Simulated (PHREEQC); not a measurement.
Solution (25 °C): 0.0051 mol/kgw NaH2PO4 and 0.016 mol/kgw Na2CO3. Closed to the air; pH follows from the charge balance.

Model: ion-association model, phreeqc.dat, run in PHREEQC.

```csv
quantity,before,after
pH,10.27,10.85
ionic strength (mol/kgw),0.0476,0.0421
Na+ (mol/kgw),0.0344,0.0299
HPO4-2 (mol/kgw),0.00483,0.000915
NaHPO4- (mol/kgw),0.000152,2.59e-5
H2PO4- (mol/kgw),2.39e-6,1.21e-7
```

Name the change that produced these shifts.
A. Na2CO3 left out
B. temperature from 25 to 60 °C
C. temperature from 25 to 20 °C
D. NaH2PO4 from 0.0051 to 0.00102 mol/kgw
E. temperature from 25 to 15 °C

D, NaH2PO4 from 0.0051 to 0.00102 mol/kgw

This is a speciation only: nothing precipitates in the calculation.
